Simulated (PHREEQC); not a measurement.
Make-up at 90 °C: 2.2 mmol/kgw FeSO4, 0.88 mmol/kgw ZnCl2, 0.79 mmol/kgw NaF and 0.21 mmol/kgw Na2SO4. Closed to the air; pH follows from the charge balance.

Model: ion-association model, phreeqc.dat, run in PHREEQC.

```yaml
pH: 5.52
ionic_strength: 0.00994 mol/kgw
specific_conductance: 1880 µS/cm
```

```
species  molality  activity   log γ
-------  --------  --------  ------
Cl-       0.00174   0.00154  -0.052
SO4-2     0.00170   0.00107  -0.200
Fe+2      0.00165   0.00105  -0.194
Na+       0.00120   0.00107  -0.050
F-       0.000761  0.000675  -0.052
Zn+2     0.000677  0.000427  -0.200
FeSO4    0.000533  0.000535   0.001
ZnSO4    0.000162  0.000162   0.001
ZnCl+     2.10e-5   1.86e-5  -0.051
HF        1.13e-5   1.13e-5   0.001
```

This is a speciation only: nothing precipitates in the calculation. Constants without temperature data keep their 25 °C values here. Fluoro complexes past AlF4- and FeF3 are missing from the database.
